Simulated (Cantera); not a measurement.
**Adiabatic ignition**

An adiabatic, constant-pressure homogeneous reactor starts with 8.84 % CH3OH, 8.29 % O2, 82.9 % N2, equivalence ratio 1.6, at 1323 K and 360 Torr.

Cantera simulation using GRI-Mech 3.0 (53 species, 325 reactions); the numbers are that mechanism's predictions, not measurements. GRI-Mech 3.0 was tuned for natural gas; its chemistry of methanol as a main component is partial and can be far from experiment.

| t (s) | T (K) | x CH3OH | x O2 | x CH3 | x C2H | x HCN | x O | x CH2O |
|---|---|---|---|---|---|---|---|---|
| 2.00e-6 | 1323 | 0.0884 | 0.0829 | 4.35e-8 | <1e-12 | <1e-12 | 9.73e-10 | 9.21e-8 |
| 6.07e-6 | 1323 | 0.0884 | 0.0829 | 1.27e-7 | <1e-12 | <1e-12 | 1.06e-9 | 4.58e-7 |
| 1.84e-5 | 1323 | 0.0884 | 0.0829 | 3.48e-7 | <1e-12 | <1e-12 | 1.08e-9 | 1.64e-6 |
| 5.58e-5 | 1323 | 0.0883 | 0.0829 | 7.81e-7 | <1e-12 | <1e-12 | 1.12e-9 | 5.60e-6 |
| 0.000169 | 1323 | 0.0883 | 0.0829 | 1.12e-6 | <1e-12 | <1e-12 | 1.20e-9 | 1.96e-5 |
| 0.000514 | 1323 | 0.0883 | 0.0828 | 9.48e-7 | <1e-12 | <1e-12 | 1.49e-9 | 7.81e-5 |
| 0.00156 | 1324 | 0.0876 | 0.0825 | 5.99e-7 | <1e-12 | <1e-12 | 4.36e-9 | 0.000652 |
| 0.00473 | 1985 | <1e-12 | 0.00126 | <1e-12 | <1e-12 | 6.78e-12 | 0.00102 | 2.81e-10 |
| 0.0143 | 2105 | <1e-12 | 4.57e-5 | <1e-12 | <1e-12 | 1.96e-10 | 3.53e-5 | 3.70e-10 |
| 0.0435 | 2117 | <1e-12 | 9.79e-6 | <1e-12 | <1e-12 | 1.34e-9 | 7.63e-6 | 3.90e-10 |
| 0.132 | 2117 | <1e-12 | 8.51e-6 | <1e-12 | <1e-12 | 1.83e-9 | 6.64e-6 | 3.91e-10 |
| 0.400 | 2117 | <1e-12 | 8.50e-6 | <1e-12 | <1e-12 | 2.26e-9 | 6.64e-6 | 3.92e-10 |
x: mole fraction; the columns are a selection and need not sum to one.

```yaml
time_of_steepest_temperature_rise: 3.70 ms
temperature at 0.400 s: 2117 K
equilibrium_temperature: 2117 K
x(CH3OH) at 0.400 s: <1e-12 (gas-phase equilibrium <1e-12)
x(O2) at 0.400 s: 8.50e-6 (gas-phase equilibrium 8.48e-6)
x(CH3) at 0.400 s: <1e-12 (gas-phase equilibrium <1e-12)
```
